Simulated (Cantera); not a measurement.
A closed system holds: 1 mol MgF2, 0.44 mol HF, 17 mol H2, equilibrated at 0.370 Pa.

Equilibrium computed with Cantera from the NASA thermochemical tables; the gas is ideal and each condensed phase is pure. Candidate condensed phases: Mg, MgF2; 17 gas species. Rates play no part.

Task: At 1523 K, list the 4 most abundant gas species with their mole fractions, and the condensed phases.

Result: H2 0.817, HF 0.121, Mg 0.0485, H 0.0109. Condensed: gas only.
